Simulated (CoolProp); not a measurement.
CH3F (R41) along the isotherm 89.35 °C: density (kg/m³) from the reference equation and from simpler models built on Tc = 44.1 °C, pc = 5.906 MPa, ω = 0.200; each cubic takes its own stable root.

Computed with CoolProp (reference Helmholtz-energy equation of state, Lemmon 2006). It is a short technical equation, of lower accuracy than the large ones.

| p (MPa) | phase | reference | ideal gas | van der Waals | Redlich-Kwong | Soave-Redlich-Kwong | Peng-Robinson |
|---|---|---|---|---|---|---|---|
| 1.64 | gas | 19.95 | 18.52 | 19.75 | 19.83 | 19.74 | 19.93 |
| 3.28 | gas | 43.42 | 37.04 | 42.64 | 42.90 | 42.43 | 43.27 |
| 4.92 | gas | 71.79 | 55.55 | 70.37 | 70.58 | 69.11 | 71.22 |
| 6.56 | supercritical | 107.3 | 74.07 | 106.5 | 105.2 | 101.3 | 105.5 |
| 8.2 | supercritical | 153.4 | 92.59 | 159.0 | 150.1 | 140.8 | 148.1 |
| 9.84 | supercritical | 214.0 | 111.1 | 224.4 | 206.2 | 187.7 | 198.8 |
| 11.5 | supercritical | 286.7 | 129.9 | 267.4 | 261.1 | 236.3 | 251.9 |
| 13.1 | supercritical | 350.6 | 147.9 | 292.7 | 301.7 | 276.6 | 296.7 |
| 14.8 | supercritical | 401.2 | 167.1 | 311.8 | 334.0 | 310.6 | 335.0 |
